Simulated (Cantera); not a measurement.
Predominance diagram of Ta at 1400 K against the partial pressures of O₂ and CO (log10, bar). Standard-state values (1 bar) from the NASA 1993 polynomials, evaluated with Cantera. Candidates: Ta(s), TaC(s), Ta₂O₅(s). Only these pure phases compete in this equilibrium. TaC: taken at fixed stoichiometry. Not in the tables: Ta₂C.

Q: Which phase is stable at these pairs, and which metal-bearing vapour leads over it? (-2.2, -15.4); (-5.6, -5.5); (-14.5, -17); (-19, -2.3); (-14.5, -0.6); (-8.9, -0.6); (-15.6, -5.5)

A: 
```tsv
log p(O₂)	log p(CO)	phase	chief vapour	log p (bar)
-2.2	-15.4	Ta₂O₅(s)	TaO₂	-17.4
-5.6	-5.5	Ta₂O₅(s)	TaO₂	-16.5
-14.5	-17	Ta₂O₅(s)	TaO₂	-14.3
-19	-2.3	TaC(s)	TaO₂	-13.7
-14.5	-0.6	Ta₂O₅(s)	TaO₂	-14.3
-8.9	-0.6	Ta₂O₅(s)	TaO₂	-15.7
-15.6	-5.5	Ta₂O₅(s)	TaO₂	-14.0
```
